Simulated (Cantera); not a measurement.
Charge: 1 mol Si, 4.1 mol HCl, 0.31 mol H₂, 1.2 mol Cl₂, equilibrated at 1398 K and 4.70 bar.

Cantera equilibrium calculation (NASA polynomials, part measured and part estimated; ideal gas, pure solids and liquids). Candidate condensed phases: Si; 19 gas species. The tables' values for SiCl₃ are old estimates; treat these amounts as uncertain. Rates play no part.

Base state: HCl 0.552, H₂ 0.232, SiCl₄ 0.206, SiHCl₃ 0.00608, SiCl₃ 0.00385, SiCl₂ 0.000307, SiH₂Cl₂ 2.70e-5 (mole fractions); condensed: gas only.

**Question.** What changes in the equilibrium state with this change: Cl₂ from 1.2 to 2 mol?

**Answer.** 
```
species    before     after
-------  --------  --------
HCl         0.552     0.760
SiCl₄       0.206     0.183
H₂          0.232    0.0557
SiH₂Cl₂   2.70e-5   7.26e-7
SiCl₂    0.000307   3.44e-5
SiHCl₃    0.00608  0.000939
SiCl₃     0.00385   0.00121
```
